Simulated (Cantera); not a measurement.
An adiabatic, constant-pressure homogeneous reactor starts with C3H8 : O2 : N2 : H2O = 1 : 6.41 : 24.1 : 0.23 (molar parts), at 1298 K and 170000 Pa.

Cantera simulation using GRI-Mech 3.0 (53 species, 325 reactions); the numbers are that mechanism's predictions, not measurements. GRI-Mech 3.0 was tuned for natural gas; its chemistry of propane as a main component is partial and can be far from experiment.

### Question
Predict: time of steepest temperature rise; temperature at 3.00 s; equilibrium temperature; x(O2) at 3.00 s; x(N2O) at 3.00 s; x(HCO) at 3.00 s.

### Answer
| Property | Value |
|---|---|
| time of steepest temperature rise | 0.781 ms |
| temperature at 3.00 s | 2601 K |
| equilibrium temperature | 2601 K |
| x(O2) at 3.00 s | 0.0425 (gas-phase equilibrium 0.0425) |
| x(N2O) at 3.00 s | 8.13e-7 (gas-phase equilibrium 8.13e-7) |
| x(HCO) at 3.00 s | 6.73e-9 (gas-phase equilibrium 6.73e-9) |
